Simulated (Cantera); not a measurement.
Input: 1 mol B2O3, 4.6 mol BCl3, 2.4 mol O2, equilibrated at 1223.15 K and 0.770 bar.

Equilibrium computed with Cantera from the NASA thermochemical tables; the gas is ideal and each condensed phase is pure. Candidate condensed phases: B, B2O3; 18 gas species. The tables' values for BOCl are old estimates; treat these amounts as uncertain. Kinetics and transport are ignored.

Base state: Cl2 0.769, BCl3 0.175, B3O3Cl3 0.0498, Cl 0.00599, BOCl 3.53e-5 (mole fractions); condensed: B2O3(l).

### Question
What changes in the equilibrium state with this change: BCl3 from 4.6 to 0.89 mol?

### Answer
| species | before | after |
|---|---|---|
| O2 | 4.09e-8 | 0.563 |
| Cl2 | 0.769 | 0.432 |
| Cl | 0.00599 | 0.00449 |
| BCl3 | 0.175 | 3.27e-7 |
| B3O3Cl3 | 0.0498 | 9.29e-8 |
| BOCl | 3.53e-5 | 4.35e-7 |
| ClO | 4.00e-8 | 0.000111 |
| B2O3(l), mol | 2.29 | 1.45 |

### Question
What changes in the equilibrium state with this change: O2 from 2.4 to 0.37 mol?

### Answer
| species | before | after |
|---|---|---|
| BCl3 | 0.175 | 0.659 |
| B3O3Cl3 | 0.0498 | 0.187 |
| Cl2 | 0.769 | 0.151 |
| Cl | 0.00599 | 0.00265 |
| BOCl | 3.53e-5 | 5.49e-5 |
| B2O3(l), mol | 2.29 | 0.337 |
